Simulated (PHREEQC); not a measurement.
NH3 is added in steps, without added water, to 1 kg of water holding 0.23 mol H2SO4, 0.02 mol AlCl3 and 0.0052 mol MgCl2, at 27 °C. Oxygen alone is held at its pressure in air (log pO2 = -0.68). CO2 from the air is kept out. Nothing may precipitate in this run.

Base run: PHREEQC, ion-association model, wateq4f.dat. Each further column changes one thing. The table gives NH4SO4- (mol/kgw).

```
NH3 added (mol)     base  all activity coefficients set to 1  metal-ligand complexes left out  Debye-Hückel limiting law  database phreeqc.dat
---------------  -------  ----------------------------------  -------------------------------  -------------------------  --------------------
0                      0                                   0                                0                          0                     0
0.07594          0.00661                             0.00823                          0.00752                    0.00328               0.00575
0.1519            0.0159                              0.0207                           0.0182                    0.00672                0.0139
0.2278            0.0291                              0.0399                           0.0333                     0.0103                0.0254
0.3038            0.0473                              0.0683                           0.0535                     0.0138                0.0412
0.3797            0.0710                               0.107                           0.0792                     0.0174                0.0617
0.4303            0.0898                               0.137                           0.0990                     0.0198                0.0777
0.5062             0.116                               0.178                            0.119                     0.0249                0.0997
0.5822             0.122                               0.187                            0.124                     0.0272                 0.105
0.6581             0.122                               0.187                            0.124                     0.0272                 0.105
0.7341             0.122                               0.187                            0.124                     0.0272                 0.105
0.81               0.122                               0.187                            0.124                     0.0272                 0.105
```

In at least one series the solution becomes supersaturated in solids that the run did not let form, among them Al(OH)3(a), Basaluminite. The ionic strength passes 0.7 mol/kgw, the rough limit of the ion-association models, in part of: Debye-Hückel limiting law. phreeqc.dat and wateq4f.dat share most of their constants, so their agreement is no independent check.
